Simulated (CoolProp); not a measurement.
Vapour-liquid equilibrium of R134a (1) + R236FA (2) at 35.8 kPa; x and y are mole fractions of (1).

Values from CoolProp's multi-fluid Helmholtz-energy mixture model, Tillner-Roth 1994 and Pan 2012; pair parameters Bell 2016.

```csv
x,bubble temperature (K),y at the bubble point,dew temperature at overall composition x (K),liquid density (mol/L)
0.05,247.2,0.138,248.5,10.13
0.2,242.3,0.441,246.3,10.66
0.35,238.2,0.636,243.9,11.22
0.5,234.8,0.770,241.1,11.80
0.65,232.0,0.864,237.9,12.43
0.8,229.4,0.934,234.0,13.10
0.95,227.2,0.986,228.8,13.83
```

No azeotrope shows between x = 0.05 and 0.95.

Pair parameters are fitted to limited data, so mixtures are less certain than the pure fluids.
